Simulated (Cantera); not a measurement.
A perfectly stirred reactor is fed with H2 : O2 : N2 = 1 : 0.294 : 3.24 (molar parts), equivalence ratio 1.7, at 410000 Pa; it is adiabatic with a 425 K inlet, and is followed from long to short residence time, starting on the burning branch (τ in s: 0.45, 0.17, 0.066, 0.025, 0.0095, 0.0036, 0.0014, 0.00053, 0.0002, 7.7e-05, 2.9e-05, 1.1e-05).

Cantera simulation using GRI-Mech 3.0 (53 species, 325 reactions); the numbers are that mechanism's predictions, not measurements. The hydrogen kinetics of GRI-Mech 3.0 are dated; newer H2 mechanisms differ, most at raised pressure.

Question: What does this change do: pressure from 410000 Pa to 43000 Pa?

Answer: 
| quantity | before | after |
|---|---|---|
| blow-out, bracketed by the residence times tried | burning at 77.0 µs, out at 29.0 µs | burning at 0.530 ms, out at 0.200 ms |
| x(H2) at τ = 0.450 s | 0.0971 | 0.0960 |
| x(O2) at τ = 0.450 s | 3.12e-5 | 3.68e-5 |
| x(NO) at τ = 0.450 s | 2.80e-8 | 4.34e-7 |
| x(O) at τ = 0.450 s | 3.29e-8 | 1.83e-6 |
| x(HO2) at τ = 0.450 s | 9.07e-8 | 1.22e-8 |
| x(H2) at τ = 1.40 ms | 0.0967 | 0.0867 |
| x(O2) at τ = 1.40 ms | 0.000648 | 0.00198 |
| x(NO) at τ = 1.40 ms | 8.92e-7 | 2.23e-6 |
| x(O) at τ = 1.40 ms | 1.00e-5 | 0.000313 |
| x(HO2) at τ = 1.40 ms | 2.05e-6 | 8.69e-7 |

Question: What does this change do: pressure from 410000 Pa to 38000 Pa?

Answer: 
| quantity | before | after |
|---|---|---|
| blow-out, bracketed by the residence times tried | burning at 77.0 µs, out at 29.0 µs | burning at 0.530 ms, out at 0.200 ms |
| x(H2) at τ = 0.450 s | 0.0971 | 0.0959 |
| x(O2) at τ = 0.450 s | 3.12e-5 | 3.75e-5 |
| x(NO) at τ = 0.450 s | 2.80e-8 | 4.82e-7 |
| x(O) at τ = 0.450 s | 3.29e-8 | 2.30e-6 |
| x(HO2) at τ = 0.450 s | 9.07e-8 | 1.11e-8 |
| x(H2) at τ = 1.40 ms | 0.0967 | 0.0860 |
| x(O2) at τ = 1.40 ms | 0.000648 | 0.00226 |
| x(NO) at τ = 1.40 ms | 8.92e-7 | 2.16e-6 |
| x(O) at τ = 1.40 ms | 1.00e-5 | 0.000367 |
| x(HO2) at τ = 1.40 ms | 2.05e-6 | 9.07e-7 |
